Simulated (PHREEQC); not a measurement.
1.7 g of hydrous ferric oxide (600 m²/g; 0.2 weak and 0.005 strong sites per Fe, Dzombak-Morel constants, diffuse double layer) in 1 kg of water with 0.005 mol/kgw of an inert sodium salt and 0.0013 mol Na2SO4, at 25 °C; the pH is set by adding NaOH or the inert anion's acid. Oxygen alone is held at its pressure in air (log pO2 = -0.68). CO2 from the air is kept out. Precipitation was switched off in this run.

Base run: PHREEQC, ion-association model, wateq4f.dat. Each further column changes one thing. The table gives surface charge σ (C/m²).

| pH | base | background salt from 0.005 to 0.0005 mol/kgw | oxide from 1.7 to 8.5 g/kgw |
|---|---|---|---|
| 3 | 0.115 | 0.107 | 0.293 |
| 3.67 | 0.093 | 0.077 | 0.237 |
| 4.33 | 0.063 | 0.047 | 0.161 |
| 5 | 0.038 | 0.026 | 0.096 |
| 5.67 | 0.024 | 0.016 | 0.052 |
| 6.33 | 0.016 | 0.011 | 0.026 |
| 7 | 0.010 | 0.007 | 0.012 |
| 7.67 | 0.004 | 0.003 | 0.005 |
| 8.33 | -0.003 | -0.002 | -0.003 |
| 9 | -0.012 | -0.009 | -0.012 |
| 9.67 | -0.028 | -0.020 | -0.028 |
| 10.33 | -0.053 | -0.041 | -0.056 |
| 11 | -0.097 | -0.080 | -0.103 |

The oxide is taken as insoluble; below pH 4 it would dissolve.
